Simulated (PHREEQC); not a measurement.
Spent oxide etchant

A solution holds 0.28 mol HF, 0.036 mol (NH4)2SiF6, 0.012 mol H3BO3 and 0.0028 mol HCl per kg of water, at 25 °C. Closed to the air; pH follows from the charge balance.

Equilibrium calculation in PHREEQC: ion-association model, wateq4f.dat.

```json
{
  "pH": "1.71",
  "ionic_strength": "0.132 mol/kgw",
  "activity_of_water": "0.994",
  "total_alkalinity": "-427 meq/kg"
}
```

```tsv
species	molality	activity	log γ
HF	0.130	0.134	0.013
NH4+	0.0720	0.0552	-0.116
H2F2	0.0450	0.0464	0.013
SiF6-2	0.0360	0.0124	-0.464
H+	0.0241	0.0196	-0.089
BF4-	0.0120	0.00861	-0.143
F-	0.00614	0.00454	-0.131
HF2-	0.00314	0.00233	-0.131
Cl-	0.00280	0.00208	-0.129
BF3OH-	3.28e-5	2.36e-5	-0.143
BF2(OH)2-	3.34e-7	2.41e-7	-0.143
H3BO3	1.35e-8	1.39e-8	0.013
NH3	1.60e-9	1.60e-9	0.000
```

Precipitation was switched off in this run. Complexes and solids missing from the database can't appear. wateq4f.dat counts part of the HF as a dimer, H2F2, which phreeqc.dat doesn't know; its constant is uncertain. SiF6-2 is the database's only silicon fluoride. Real BF4- forms and hydrolyses slowly; the run takes it at equilibrium.
